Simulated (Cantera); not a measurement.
An isothermal, constant-pressure homogeneous reactor starts with 5.26 % C₂H₆, 94.7 % N₂, at 1200 K and 13300 Pa.

Computed with Cantera and GRI-Mech 3.0 (53 species, 325 reactions). GRI-Mech 3.0 stops at C3 and has no aromatics, soot or wall deposition, so with more carbon than oxygen in the feed, carbon stays in small species such as C2H2 where larger ones or solid carbon would form.

Problem. Predict: x(C₂H₆) at 10.0 s; x(H₂) at 10.0 s; x(C₂H₄) at 10.0 s; x(H) at 10.0 s.

Solution. 
```
Property                                             Value
-----------------  ---------------------------------------
x(C₂H₆) at 10.0 s  1.19e-5 (gas-phase equilibrium 2.79e-6)
x(H₂) at 10.0 s      0.0768 (gas-phase equilibrium 0.0710)
x(C₂H₄) at 10.0 s  0.00843 (gas-phase equilibrium 0.00194)
x(H) at 10.0 s     4.48e-7 (gas-phase equilibrium 1.45e-7)
```
